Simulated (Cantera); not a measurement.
Input: 1 mol SiC, 0.21 mol N₂O, 30 mol H₂, at 4.10 Pa.

Cantera equilibrium calculation (NASA polynomials, part measured and part estimated; ideal gas, pure solids and liquids). Candidate condensed phases: C, C₆H₆, C₇H₈, C₈H₁₈, H₂O, Si, SiC, SiO₂, Si₂N₂O, Si₃N₄; 151 gas species. Mutual solubility and eutectic melting of coexisting phases are not modelled. Rates play no part.

Task: Which condensed phases are stable at each of these points (T (K)): 1148, 1223, 1298, 1373, 1448, 1523, 1598, 1673, 1748, 1823, 1898, 1973, 2048, 2123?

Result: 
```tsv
T (K)	condensed phases	Si condensed (%)
1148	SiC(s) + Si₂N₂O(s)	100.0
1223	SiC(s) + Si₂N₂O(s)	99.7
1298	SiC(s) + Si₂N₂O(s)	94.3
1373	SiC(s)	89.5
1448	SiC(s)	89.5
1523	SiC(s)	89.4
1598	SiC(s)	88.8
1673	SiC(s)	86.7
1748	SiC(s)	82.3
1823	SiC(s)	78.2
1898	C(graphite) + SiC(s)	61.4
1973	C(graphite)	0.0
2048	C(graphite)	0.0
2123	C(graphite)	0.0
```

From 1148 K to 1298 K the condensed part is SiC(s) + Si₂N₂O(s). From 1373 K to 1823 K the condensed part is SiC(s). At 1898 K the condensed part is C(graphite) + SiC(s). From 1973 K to 2123 K the condensed part is C(graphite).
